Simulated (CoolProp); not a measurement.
Properties of C3F8 (R218) along the isobar 3490 kPa (Tc = 345.0 K, pc = 2640 kPa, ω = 0.317).

Model: reference Helmholtz-energy equation of state, Lemmon 2006, in CoolProp. It is a short technical equation, of lower accuracy than the large ones.

```
T (K)   phase  cp (kJ/(kg K))  cv (kJ/(kg K))  expansivity (1/kK)  Prandtl number  fugacity coefficient
-----  ------  --------------  --------------  ------------------  --------------  --------------------
188.2  liquid          0.8766          0.5988               1.897            13.7              0.002079
204.5  liquid          0.9049          0.6294               1.990            10.4              0.006427
220.8  liquid          0.9349          0.6587               2.117            8.40               0.01619
237.1  liquid          0.9670          0.6871               2.288            7.03               0.03478
253.4  liquid           1.002          0.7149               2.519            6.05               0.06583
269.7  liquid           1.040          0.7425               2.839            5.32                0.1124
285.9  liquid             ___          0.7698               3.298            4.76                0.1760
302.2  liquid           1.139             ___               4.019            4.30                0.2575
318.5  liquid           1.216          0.8269               5.304            3.91                0.3546
334.8  liquid             ___          0.8599               8.325            3.57                0.4627
```

Q: What belongs in the gaps?

A: 
- 285.9, cp (kJ/(kg K)): 1.084
- 302.2, cv (kJ/(kg K)): 0.7977
- 334.8, cp (kJ/(kg K)): 1.360

Viscosity comes from a separate model (Huber 2003), an estimate that may be off by 10 % or more. Thermal conductivity comes from a separate model (Huber 2003), an estimate that may be off by 10 % or more.
